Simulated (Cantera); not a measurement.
Feed: 1 mol MgO, 1.7 mol HCl, 0.019 mol O2, 0.037 mol Cl2, equilibrated at 180 Torr.

Cantera equilibrium calculation (NASA polynomials, part measured and part estimated; ideal gas, pure solids and liquids). Candidate condensed phases: H2O, Mg, MgCl2, MgO, Mg(OH)2; 22 gas species. The numbers say what is thermodynamically allowed, not how fast it happens.

Problem. What share of the Mg ends up in condensed phases as a function of T (°C), at 852, 902, 952, 1002, 1052, 1102, 1152, 1202, 1252, 1302, 1352?

Solution. 
| T (°C) | Mg condensed (%) | as |
|---|---|---|
| 852 | 99.3 | MgO(s) |
| 902 | 98.7 | MgO(s) |
| 952 | 97.9 | MgO(s) |
| 1002 | 96.9 | MgO(s) |
| 1052 | 95.6 | MgO(s) |
| 1102 | 94.0 | MgO(s) |
| 1152 | 92.2 | MgO(s) |
| 1202 | 90.2 | MgO(s) |
| 1252 | 88.1 | MgO(s) |
| 1302 | 86.0 | MgO(s) |
| 1352 | 83.9 | MgO(s) |
